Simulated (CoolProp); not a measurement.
Sulfur hexafluoride at 436.2 K and 0.162 MPa flows at 5.4 m/s in a round tube of 12.7 mm bore and 0.25 µm roughness, fully developed (64/Re and Nu = 3.66 if laminar; Colebrook and Gnielinski if turbulent). Each further row changes one setting.

Model: reference Helmholtz-energy equation of state, Guder 2009, in CoolProp.

```json
[
 {"case": "as stated", "Reynolds number": "21200", "Darcy friction factor": "0.0256", "pressure drop (Pa/m)": "192", "heat-transfer coefficient (W/(m² K))": "102", "mass flow (kg/h)": "?"},
 {"case": "velocity 10.8 m/s", "Reynolds number": "42300", "Darcy friction factor": "0.0218", "pressure drop (Pa/m)": "?", "heat-transfer coefficient (W/(m² K))": "176", "mass flow (kg/h)": "?"},
 {"case": "diameter 25.4 mm", "Reynolds number": "42300", "Darcy friction factor": "0.0217", "pressure drop (Pa/m)": "?", "heat-transfer coefficient (W/(m² K))": "87.9", "mass flow (kg/h)": "64.6"}
]
```

Question: What belongs in the gaps?

Answer: 
- as stated, mass flow (kg/h): 16.1
- velocity 10.8 m/s, pressure drop (Pa/m): 655
- velocity 10.8 m/s, mass flow (kg/h): 32.3
- diameter 25.4 mm, pressure drop (Pa/m): 81.7

Viscosity comes from a separate model (Quiñones-Cisneros 2012). Thermal conductivity comes from a separate model (Assael 2012).
